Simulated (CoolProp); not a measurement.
The numbers come from the reference Helmholtz-energy equation of state, Lemmon 2006 in CoolProp. It is a short technical equation, of lower accuracy than the large ones.

**Question.** Give the vapour pressure (MPa), vapour density (kg/m³), liquid conductivity (mW/(m K)) of saturated toluene at 312.7, 501 K.

**Answer.** 
```
T (K)  p (MPa)  vapour density (kg/m³)  liquid conductivity (mW/(m K))
-----  -------  ----------------------  ------------------------------
312.7  0.00773                   0.276                             126
501       1.20                    34.2                            83.2
```

Thermal conductivity comes from a separate model (Assael 2012).
